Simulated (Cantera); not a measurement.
## B + H₂ + N₂ (boron, boron nitride and boron oxide)

Feed: 1 mol B, 1.3 mol H₂, 0.85 mol N₂, at 0.000490 bar.

Cantera equilibrium calculation (NASA polynomials, part measured and part estimated; ideal gas, pure solids and liquids). Candidate condensed phases: B, BN; 15 gas species. Mutual solubility and eutectic melting of coexisting phases are not modelled. The tables' values for BH₂ are old estimates; treat these amounts as uncertain. Rates play no part.

```
T (K)   x H₂   x N₂      x H       x B     x BH₂  n BN(s)  n B(s)  n B(l)
-----  -----  -----  -------  --------  --------  -------  ------  ------
1750   0.780  0.211  0.00928   2.92e-7   8.87e-6    1.000       0       0
1800   0.775  0.211   0.0142   1.36e-6   2.05e-5    1.000       0       0
1850   0.769  0.210   0.0213   5.81e-6   4.51e-5    1.000       0       0
1900   0.760  0.209   0.0312   2.30e-5   9.49e-5    1.000       0       0
1950   0.747  0.207   0.0448   8.50e-5  0.000191    1.000       0       0
2000   0.698  0.240   0.0614  0.000272  0.000327    0.843   0.156       0
2050   0.543  0.380   0.0755  0.000612  0.000336        0   0.998       0
2100   0.522  0.375    0.102   0.00133  0.000422        0   0.996       0
2150   0.495  0.368    0.134   0.00277  0.000515        0   0.992       0
2200   0.462  0.359    0.173   0.00558  0.000612        0   0.985       0
2250   0.422  0.348    0.218    0.0109  0.000705        0   0.971       0
2300   0.376  0.334    0.268    0.0207  0.000782        0   0.944       0
2350   0.323  0.317    0.320    0.0382  0.000830        0       0   0.894
```
x: gas mole fraction; n: condensed amount in mol.

From 1750 K to 1950 K the condensed part is BN(s). At 2000 K the condensed part is B(s) + BN(s). From 2050 K to 2300 K the condensed part is B(s). At 2350 K the condensed part is B(l).
